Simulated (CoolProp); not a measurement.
Vapour-liquid equilibrium of toluene (1) + m-xylene (2) at 1.58 MPa; x and y are mole fractions of (1).

Computed with CoolProp (multi-fluid Helmholtz-energy mixture model, Lemmon 2006 and Zhou 2012; pair parameters Bell 2016).

Q: Give the bubble temperature and the first vapour's composition at x = 0.05, 0.125, 0.95. Is there an azeotrope?

A: x = 0.05: 552.6 K, y = 0.068; x = 0.125: 549.4 K, y = 0.167; x = 0.95: 520.6 K, y = 0.962. No azeotrope shows between x = 0.05 and 0.95.

The pair parameters rest on a limited set of measurements; away from them the model extrapolates.
